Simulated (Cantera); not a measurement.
A closed system holds: 1 mol CuO, 1.3 mol C, 14 mol H2, equilibrated at 1.00 bar.

Equilibrium computed with Cantera from the NASA thermochemical tables; the gas is ideal and each condensed phase is pure. Candidate condensed phases: C, C6H6, C7H8, C8H18, Cu, CuO, Cu(OH)2, Cu2O, H2O; 113 gas species. Equilibrium is a limit: real reactors are often held back by kinetics, nucleation or transport. All values below are at 925 K.

Base state: H2 0.850, CH4 0.0766, H2O 0.0516, CO 0.0191, CO2 0.00234 (mole fractions); condensed: Cu(s).

Task: What changes in the equilibrium state with this change: H2 from 14 to 0.48 mol?

Result: 
```
species            before   after
----------------  -------  ------
CO                 0.0191   0.297
H2                  0.850   0.291
CO2               0.00234   0.265
CH4                0.0766  0.0192
H2O                0.0516   0.128
Cu(s), mol           1.00    1.00
C(graphite), mol        0   0.692
```

Task: What changes in the equilibrium state with this change: pressure from 1.00 bar to 9.30 mbar?

Result: 
```json
[
 {"species": "H2", "before": "0.850", "after": "0.931"},
 {"species": "CO", "before": "0.0191", "after": "0.0658"},
 {"species": "CH4", "before": "0.0766", "after": "0.00183"},
 {"species": "H2O", "before": "0.0516", "after": "0.000847"},
 {"species": "CO2", "before": "0.00234", "after": "0.000121"},
 {"species": "Cu(s), mol", "before": "1.00", "after": "1.00"},
 {"species": "C(graphite), mol", "before": "0", "after": "0.287"}
]
```
